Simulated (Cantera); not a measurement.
A Cantera script and its output.

```python
import numpy as np
import cantera as ct

gas = ct.Solution("h2o2.yaml")
gas.TPX = 1400, 1333, {'H2': 0.24, 'O2': 1}
reactor = ct.IdealGasConstPressureReactor(gas, energy="off", clone=False)
net = ct.ReactorNet([reactor])
net.rtol, net.atol = 1e-08, 1e-18
show = ['H2', 'O2', 'HO2', 'H2O2', 'H', 'OH']
times = np.geomspace(0.0002, 100, 15)

steps = ct.SolutionArray(gas, extra=["t"])
rows = []
print(f"{'t/s':>10s}{'T/K':>9s}{'P/Pa':>11s}" + "".join(f"{s:>11s}" for s in show))
for t in times:
    while net.time < t:
        t_next = net.step()
        steps.append(gas.state, t=t_next)
    rows.append([np.interp(t, steps.t, y) for y in (steps.T, steps.P, *steps(*show).X.T)])
    print(f"{t:10.3e}{rows[-1][0]:9.1f}{rows[-1][1]:11.4g}" + "".join(f"{x:11.3e}" for x in rows[-1][2:]))
rate = np.gradient(steps.T, steps.t)
print("integrator steps:", len(steps.t))
if steps.T.max() > steps.T[0] + 200:
    print(f"time of steepest temperature rise: {steps.t[rate.argmax()]:.4e} s")
gas.TPX = 1400, 1333, {'H2': 0.24, 'O2': 1}
gas.equilibrate("TP")
print(f"equilibrium (TP): T = {gas.T:.1f} K  " + "  ".join(f"{s} {gas[s].X[0]:.3e}" for s in show))
```

Result:

```
       t/s      T/K       P/Pa         H2         O2        HO2       H2O2          H         OH
 2.000e-04   1400.0       1333  1.935e-01  8.064e-01  7.358e-07  4.865e-09  1.343e-05  7.999e-06
 5.106e-04   1400.0       1333  1.195e-01  7.610e-01  3.579e-06  1.653e-07  2.846e-02  1.513e-02
 1.304e-03   1400.0       1333  9.400e-03  6.819e-01  5.276e-06  1.970e-07  5.332e-02  1.710e-02
 3.328e-03   1400.0       1333  8.837e-03  6.906e-01  5.378e-06  2.025e-07  4.715e-02  1.669e-02
 8.498e-03   1400.0       1333  7.435e-03  7.099e-01  5.544e-06  2.117e-07  3.414e-02  1.551e-02
 2.170e-02   1400.0       1333  4.539e-03  7.426e-01  5.439e-06  2.088e-07  1.481e-02  1.238e-02
 5.539e-02   1400.0       1333  1.430e-03  7.720e-01  3.867e-06  1.487e-07  2.442e-03  7.073e-03
 1.414e-01   1400.0       1333  2.563e-04  7.826e-01  1.446e-06  6.823e-08  1.814e-04  3.014e-03
 3.611e-01   1400.0       1333  4.496e-05  7.848e-01  3.807e-07  2.628e-08  1.330e-05  1.266e-03
 9.218e-01   1400.0       1333  9.875e-06  7.854e-01  1.312e-07  1.015e-08  1.372e-06  5.946e-04
 2.354e+00   1400.0       1333  2.771e-06  7.856e-01  9.629e-08  4.361e-09  2.047e-07  3.154e-04
 6.009e+00   1400.0       1333  1.173e-06  7.856e-01  1.132e-07  2.678e-09  5.651e-08  2.053e-04
 1.534e+01   1400.0       1333  9.551e-07  7.856e-01  1.208e-07  2.454e-09  4.159e-08  1.853e-04
 3.917e+01   1400.0       1333  9.519e-07  7.856e-01  1.209e-07  2.451e-09  4.138e-08  1.850e-04
 1.000e+02   1400.0       1333  9.519e-07  7.856e-01  1.209e-07  2.451e-09  4.138e-08  1.850e-04
integrator steps: 1782
equilibrium (TP): T = 1400.0 K  H2 9.519e-07  O2 7.856e-01  HO2 1.209e-07  H2O2 2.451e-09  H 4.138e-08  OH 1.850e-04
```

Computed with Cantera and the H2/O2 subset of GRI-Mech 3.0, which has no nitrogen chemistry. Radical loss at walls, strong at low pressure, is not modelled. The temperature is held fixed by assumption; the heat of reaction is taken as removed at once.
